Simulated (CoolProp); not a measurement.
Vapour-liquid equilibrium of R114 (1) + n-hexane (2) at 317 kPa; x and y are mole fractions of (1).

Values from CoolProp's multi-fluid Helmholtz-energy mixture model, Platzer 1990 and Thol 2019; pair parameters Bell 2016. This equation is an older, rougher fit; its heat capacities, sound speeds and derivatives of the liquid may be far off and weren't checked against measurements.

| x | bubble temperature, mixture model (°C) | bubble temperature, Raoult's law (°C) | y, mixture model | y, Raoult's law |
|---|---|---|---|---|
| 0.05 | 99.0 | 101.6 | 0.259 | 0.231 |
| 0.15 | 82.1 | 87.8 | 0.563 | 0.522 |
| 0.25 | 70.7 | 77.2 | 0.714 | 0.689 |
| 0.35 | 62.7 | 68.7 | 0.798 | 0.792 |
| 0.45 | 56.9 | 61.7 | 0.851 | 0.860 |
| 0.55 | 52.3 | 55.9 | 0.889 | 0.906 |
| 0.65 | 48.5 | 50.9 | 0.918 | 0.938 |
| 0.75 | 45.2 | 46.5 | 0.943 | 0.962 |
| 0.85 | 42.2 | 42.7 | 0.966 | 0.980 |
| 0.95 | 39.2 | 39.3 | 0.988 | 0.994 |

The largest gap from Raoult's law is -6.5 K in bubble temperature, at x = 0.25. No azeotrope shows between x = 0.05 and 0.95.

The pair parameters rest on a limited set of measurements; away from them the model extrapolates.
